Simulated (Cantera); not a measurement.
**Adiabatic ignition**

An adiabatic, constant-pressure homogeneous reactor starts with CH4 : H2 : O2 : N2 : H2O = 1 : 0.073 : 2.04 : 38 : 5.9 (molar parts), at 1800 K and 3750 Torr.

Detailed kinetics in Cantera: GRI-Mech 3.0 (53 species, 325 reactions).

```json
[
 {"t (s)": "1.00e-5", "T (K)": "1799", "x CH4": "0.0211", "x H2": "0.00159", "x O2": "0.0433", "x C2H4": "1.99e-6", "x N2O": "6.97e-10", "x C2H": "<1e-12"},
 {"t (s)": "2.13e-5", "T (K)": "1800", "x CH4": "0.0206", "x H2": "0.00170", "x O2": "0.0432", "x C2H4": "2.53e-5", "x N2O": "2.34e-9", "x C2H": "5.62e-12"},
 {"t (s)": "4.54e-5", "T (K)": "1805", "x CH4": "0.0182", "x H2": "0.00271", "x O2": "0.0419", "x C2H4": "0.000333", "x N2O": "1.18e-8", "x C2H": "9.60e-10"},
 {"t (s)": "9.69e-5", "T (K)": "2049", "x CH4": "1.27e-11", "x H2": "0.0105", "x O2": "0.00914", "x C2H4": "<1e-12", "x N2O": "3.47e-7", "x C2H": "<1e-12"},
 {"t (s)": "0.000206", "T (K)": "2177", "x CH4": "<1e-12", "x H2": "0.00500", "x O2": "0.00349", "x C2H4": "<1e-12", "x N2O": "2.66e-7", "x C2H": "<1e-12"},
 {"t (s)": "0.000440", "T (K)": "2204", "x CH4": "<1e-12", "x H2": "0.00323", "x O2": "0.00226", "x C2H4": "<1e-12", "x N2O": "1.93e-7", "x C2H": "<1e-12"},
 {"t (s)": "0.000938", "T (K)": "2214", "x CH4": "<1e-12", "x H2": "0.00254", "x O2": "0.00177", "x C2H4": "<1e-12", "x N2O": "1.52e-7", "x C2H": "<1e-12"},
 {"t (s)": "0.00200", "T (K)": "2216", "x CH4": "<1e-12", "x H2": "0.00236", "x O2": "0.00164", "x C2H4": "<1e-12", "x N2O": "1.40e-7", "x C2H": "<1e-12"},
 {"t (s)": "0.00426", "T (K)": "2216", "x CH4": "<1e-12", "x H2": "0.00235", "x O2": "0.00162", "x C2H4": "<1e-12", "x N2O": "1.39e-7", "x C2H": "<1e-12"},
 {"t (s)": "0.00909", "T (K)": "2216", "x CH4": "<1e-12", "x H2": "0.00236", "x O2": "0.00160", "x C2H4": "<1e-12", "x N2O": "1.38e-7", "x C2H": "<1e-12"},
 {"t (s)": "0.0194", "T (K)": "2216", "x CH4": "<1e-12", "x H2": "0.00238", "x O2": "0.00157", "x C2H4": "<1e-12", "x N2O": "1.37e-7", "x C2H": "<1e-12"},
 {"t (s)": "0.0413", "T (K)": "2215", "x CH4": "<1e-12", "x H2": "0.00242", "x O2": "0.00150", "x C2H4": "<1e-12", "x N2O": "1.35e-7", "x C2H": "<1e-12"},
 {"t (s)": "0.0880", "T (K)": "2214", "x CH4": "<1e-12", "x H2": "0.00248", "x O2": "0.00141", "x C2H4": "<1e-12", "x N2O": "1.33e-7", "x C2H": "<1e-12"},
 {"t (s)": "0.188", "T (K)": "2213", "x CH4": "<1e-12", "x H2": "0.00253", "x O2": "0.00134", "x C2H4": "<1e-12", "x N2O": "1.31e-7", "x C2H": "<1e-12"},
 {"t (s)": "0.400", "T (K)": "2213", "x CH4": "<1e-12", "x H2": "0.00254", "x O2": "0.00132", "x C2H4": "<1e-12", "x N2O": "1.31e-7", "x C2H": "<1e-12"}
]
```
x: mole fraction; the columns are a selection and need not sum to one.

```yaml
time_of_steepest_temperature_rise: 86.5 µs
temperature at 0.400 s: 2213 K
equilibrium_temperature: 2213 K
x(CH4) at 0.400 s: <1e-12 (gas-phase equilibrium <1e-12)
x(H2) at 0.400 s: 0.00254 (gas-phase equilibrium 0.00254)
x(O2) at 0.400 s: 0.00132 (gas-phase equilibrium 0.00131)
```
